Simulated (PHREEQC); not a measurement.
Consider water at 20 °C with 11 mmol/kgw HF, 0.93 mmol/kgw NH4F and 0.54 mmol/kgw H2SO4. Closed to the air; pH follows from the charge balance.

Computed with PHREEQC (ion-association model, phreeqc.dat).

Each row changes one thing in this solution. This is a speciation only: nothing precipitates in the calculation.

| case | pH | ionic strength (mol/kgw) | HF (mol/kgw) | F- (mol/kgw) | HF2- (mol/kgw) | NH3 (mol/kgw) |
|---|---|---|---|---|---|---|
| as made | 2.58 | 0.00421 | 0.00908 | 0.00267 | 8.94e-5 | 1.29e-10 |
| 0.00012 mol/kgw FeSO4 added | 2.58 | ? | 0.00906 | 0.00269 | 8.96e-5 | 1.29e-10 |
| H2SO4 left out | 2.67 | 0.00321 | 0.00862 | 0.00311 | 9.87e-5 | 1.61e-10 |
| diluted 2-fold with water | 2.75 | 0.00257 | 0.00412 | 0.00179 | 2.72e-5 | 9.84e-11 |
| NH4F from 0.00093 to 0.00465 mol/kgw | 2.80 | 0.00680 | 0.0101 | ? | 0.000191 | 1.07e-9 |
| NH4F replaced by (NH4)2CO3 at the same molality | 2.68 | ? | 0.00785 | 0.00297 | 8.60e-5 | 3.30e-10 |
| diluted 10-fold with water | 3.19 | 0.000802 | 0.000546 | 0.000644 | 1.30e-6 | 5.61e-11 |
| HF from 0.011 to 0.0022 mol/kgw | 2.91 | 0.00272 | 0.00192 | 0.00119 | ? | 2.80e-10 |

**Question.** Complete the blanks.

**Answer.** 
- 0.00012 mol/kgw FeSO4 added, ionic strength (mol/kgw): 0.00464
- NH4F from 0.00093 to 0.00465 mol/kgw, F- (mol/kgw): 0.00513
- NH4F replaced by (NH4)2CO3 at the same molality, ionic strength (mol/kgw): 0.00453
- HF from 0.011 to 0.0022 mol/kgw, HF2- (mol/kgw): 8.43e-6

Fluoro complexes past AlF4- and FeF3 are missing from the database.
